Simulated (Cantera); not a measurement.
Equilibrium for titanium nitride, carbide and oxide coatings: Ti + O2 + H2

Input: 1 mol Ti, a varied amount of O2, 24 mol H2, at 1.00 bar.

Cantera equilibrium calculation (NASA polynomials, part measured and part estimated; ideal gas, pure solids and liquids). Candidate condensed phases: H2O, Ti, TiO, TiO2, Ti2O3, Ti3O5, Ti4O7; 12 gas species. Mutual solubility and eutectic melting of coexisting phases are not modelled. Condensed phases not in the tables: Magnéli phases beyond Ti4O7. Equilibrium is a limit: real reactors are often held back by kinetics, nucleation or transport.

Stable condensed phases:

```
T in K \ n(O2) in mol
         1.1 1.4 1.8 2.3 2.9 3.7 4.7 5.9 7.5 9.5  12  15  19
   1925    A   A   A   B   C   D   D   D   D   D   D   D   D
   1875    A   A   B   B   D   D   D   D   D   D   D   D   D
   1825    A   E   B   D   D   D   D   D   D   D   D   D   D
   1775    A   B   B   D   D   D   D   D   D   D   D   D   D
   1725    A   B   D   D   D   D   D   D   D   D   D   D   D
   1675    B   B   D   D   D   D   D   D   D   D   D   D   D
   1625    B   C   D   D   D   D   D   D   D   D   D   D   D
   1575    B   D   D   D   D   D   D   D   D   D   D   D   D
   1525    B   D   D   D   D   D   D   D   D   D   D   D   D
   1475    C   D   D   D   D   D   D   D   D   D   D   D   D
   1425    C   D   D   D   D   D   D   D   D   D   D   D   D
   1375    D   D   D   D   D   D   D   D   D   D   D   D   D
```

A: Ti3O5; B: Ti4O7; C: TiO2 + Ti4O7; D: TiO2; E: Ti3O5 + Ti4O7.
